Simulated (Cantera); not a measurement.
Cantera run, input and output.

```python
import numpy as np
import cantera as ct

gas = ct.Solution("gri30.yaml")
gas.TPX = 1125, 780000, {'CH4': 1, 'C2H6': 0.056, 'O2': 2.82, 'N2': 10.6}
reactor = ct.IdealGasConstPressureReactor(gas, energy="on", clone=False)
net = ct.ReactorNet([reactor])
net.rtol, net.atol = 1e-08, 1e-16
show = ['CH4', 'C2H6', 'O2', 'CO2', 'H', 'CO']
times = np.geomspace(3e-06, 0.2, 11)

steps = ct.SolutionArray(gas, extra=["t"])
rows = []
print(f"{'t/s':>10s}{'T/K':>9s}{'P/Pa':>11s}" + "".join(f"{s:>11s}" for s in show))
for t in times:
    while net.time < t:
        t_next = net.step()
        steps.append(gas.state, t=t_next)
    rows.append([np.interp(t, steps.t, y) for y in (steps.T, steps.P, *steps(*show).X.T)])
    print(f"{t:10.3e}{rows[-1][0]:9.1f}{rows[-1][1]:11.4g}" + "".join(f"{x:11.3e}" for x in rows[-1][2:]))
rate = np.gradient(steps.T, steps.t)
print("integrator steps:", len(steps.t))
if steps.T.max() > steps.T[0] + 200:
    print(f"time of steepest temperature rise: {steps.t[rate.argmax()]:.4e} s")
gas.TPX = 1125, 780000, {'CH4': 1, 'C2H6': 0.056, 'O2': 2.82, 'N2': 10.6}
gas.equilibrate("HP")
print(f"equilibrium (HP): T = {gas.T:.1f} K  " + "  ".join(f"{s} {gas[s].X[0]:.3e}" for s in show))
```

Result:

```
       t/s      T/K       P/Pa        CH4       C2H6         O2        CO2          H         CO
 3.000e-06   1125.0    7.8e+05  6.908e-02  3.868e-03  1.948e-01  1.388e-17  7.483e-13  1.387e-15
 9.110e-06   1125.0    7.8e+05  6.908e-02  3.868e-03  1.948e-01  3.900e-16  1.665e-12  3.939e-14
 2.766e-05   1125.0    7.8e+05  6.908e-02  3.868e-03  1.948e-01  1.068e-14  4.636e-12  1.106e-12
 8.400e-05   1125.0    7.8e+05  6.908e-02  3.868e-03  1.948e-01  2.881e-13  1.586e-11  3.155e-11
 2.551e-04   1125.0    7.8e+05  6.908e-02  3.868e-03  1.948e-01  8.427e-12  8.263e-11  9.915e-10
 7.746e-04   1125.0    7.8e+05  6.907e-02  3.864e-03  1.948e-01  5.736e-10  1.150e-09  6.242e-08
 2.352e-03   1127.1    7.8e+05  6.874e-02  3.792e-03  1.945e-01  1.152e-07  1.822e-08  2.015e-05
 7.143e-03   2548.7    7.8e+05  3.748e-17  3.144e-32  4.099e-02  7.021e-02  4.876e-04  5.926e-03
 2.169e-02   2541.8    7.8e+05  3.708e-17  3.062e-32  3.904e-02  7.028e-02  4.719e-04  5.868e-03
 6.586e-02   2541.8    7.8e+05  3.708e-17  3.062e-32  3.903e-02  7.028e-02  4.719e-04  5.868e-03
 2.000e-01   2541.8    7.8e+05  3.708e-17  3.062e-32  3.903e-02  7.028e-02  4.719e-04  5.868e-03
integrator steps: 2140
time of steepest temperature rise: 4.6763e-03 s
equilibrium (HP): T = 2541.8 K  CH4 5.105e-17  C2H6 4.840e-32  O2 3.903e-02  CO2 7.028e-02  H 4.719e-04  CO 5.868e-03
```

Computed with Cantera and GRI-Mech 3.0 (53 species, 325 reactions).
